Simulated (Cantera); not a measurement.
What does this Cantera script print?

```python
import numpy as np
import cantera as ct

gas_names = [...]  # 110 gases of nasa_gas.yaml made of C, H, O
cond_names = """
    C(gr) C6H6(L) C7H8(L) C8H18(L),n-octa H2O(s) H2O(L)
""".split()


# ... load() reads the species with a 1 bar reference pressure and builds the phases ...
atoms = {
    'CO': {'C': 1, 'O': 1},
    'H2O': {'H': 2, 'O': 1},
}
top_T = {'C(gr)': 4500}  # K; cautious upper limits of use, not melting points


# ... equilibrate(T, P, feed) seeds the gas with the atoms and calls Mixture.equilibrate('TP', solver="vcs", rtol=1e-11, max_steps=5000) ...
results = []
feed = {'CO': 1, 'H2O': 0.21}  # mol
T = 2998.15  # K
P = 36  # Pa
mix = equilibrate(T, P, feed)
results.append((T, P, feed, dict(zip(mix.species_names, mix.species_moles))))
x = sorted(zip(gas.X, gas.species_names), reverse=True)
print(f"T = {T:g} K  P = {P:g} Pa  gas = {mix.phase_moles(0):.4g} mol")
print("   x: " + "  ".join(f"{s} {v:.3e}" for v, s in x if v > 1e-05))
print("   condensed (mol): " + ("  ".join(f"{mix.phase(i).name} {mix.phase_moles(i):.4g}"
      for i in range(1, mix.n_phases) if mix.phase_moles(i) > 1e-12) or "none"))
```

It prints:

```
T = 2998.15 K  P = 36 Pa  gas = 1.625 mol
   x: CO 6.146e-01  H 2.557e-01  O 1.268e-01  H2 9.551e-04  OH 7.725e-04  CO2 7.563e-04  O2 4.570e-04
   condensed (mol): none
```

Cantera equilibrium calculation (NASA polynomials, part measured and part estimated; ideal gas, pure solids and liquids).
